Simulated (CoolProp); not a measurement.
The numbers come from the reference Helmholtz-energy equation of state, Lemmon 2013 in CoolProp.

Task: For propylene, give the phase and the density (kg/m³), isothermal compressibility (1/MPa), conductivity (mW/(m K)) at -32.15 °C and 212 kPa; -32.15 °C and 513 kPa; -32.15 °C and 7310 kPa.

Result: 
- -32.15 °C and 212 kPa: liquid; density 590, isothermal compressibility 0.00233, conductivity 139
- -32.15 °C and 513 kPa: liquid; density 591, isothermal compressibility 0.00231, conductivity 139
- -32.15 °C and 7310 kPa: liquid; density 600, isothermal compressibility 0.00199, conductivity 143

Thermal conductivity comes from a separate model (Huber 2003), an estimate that may be off by 10 % or more.
